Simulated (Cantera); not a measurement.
## Low-pressure radical oxidation in H2/O2

An isothermal, constant-pressure homogeneous reactor starts with 6.37 % H2, 93.6 % O2, equivalence ratio 0.034, at 900 K and 0.00513 atm.

Detailed kinetics in Cantera: GRI-Mech 3.0 (53 species, 325 reactions). Radical loss at walls, strong at low pressure, is not modelled. Below about 950 K walls govern HO2 and H2O2 in real vessels. The temperature is held fixed by assumption; the heat of reaction is taken as removed at once.

```
t (s)         x H2   x O2    x H2O2     x HO2       x H
--------  --------  -----  --------  --------  --------
1.00e-6     0.0637  0.936    <1e-12    <1e-12    <1e-12
3.35e-6     0.0637  0.936    <1e-12    <1e-12    <1e-12
1.12e-5     0.0637  0.936    <1e-12    <1e-12    <1e-12
3.76e-5     0.0637  0.936    <1e-12    <1e-12    <1e-12
0.000126    0.0637  0.936    <1e-12  1.36e-12  1.27e-12
0.000422    0.0637  0.936    <1e-12  4.56e-12  3.95e-12
0.00141     0.0637  0.936    <1e-12  1.54e-11  1.52e-11
0.00474     0.0637  0.936    <1e-12  5.70e-11  2.26e-10
0.0159      0.0637  0.936  2.35e-12   2.52e-8   8.68e-7
0.0532     0.00232  0.914   5.31e-8   4.61e-6    0.0136
0.178     0.000260  0.931   4.30e-8   3.09e-6  0.000630
0.597      2.06e-5  0.934   3.01e-8   9.99e-7   1.26e-5
2.00       1.65e-6  0.934   1.48e-8   1.98e-7   3.35e-7
```
x: mole fraction; the columns are a selection and need not sum to one.

Equilibrium at this temperature and pressure: H2 3.04e-12, O2 0.934, H2O2 3.12e-12, HO2 1.05e-10, H <1e-12 (gas phase only).
